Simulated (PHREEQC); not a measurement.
Synthetic water in mg/L, 51 °C, pH 5.65, pe 9.8:

```csv
constituent,mg/L
Na,2.12
K,0.00656
Ca,1.11
Mg,0.117
Cl,2.59
S(6) as SO4,1.2
Alkalinity as HCO3,3.44
N(5) as NO3,0.00233
Pb,0.0348
Sr,0.258
Br,0.0975
```

Valence states are taken as typed.

Computed with PHREEQC (ion-association model, phreeqc.dat).

Precipitation was switched off in this run.

Q: Order these Pb species by the share of Pb that they hold, largest first: PbOH+, PbHCO3+, Pb+2, PbCO3, PbSO4.

A: Pb+2 (92 %), PbHCO3+ (4.0 %), PbCO3 (2.6 %), PbOH+ (0.76 %), PbSO4 (0.56 %)

The pH is 5.65 and the ionic strength 0.000209 mol/kgw. At this temperature some constants are extrapolated from 25 °C, and those without enthalpy data are left unchanged.
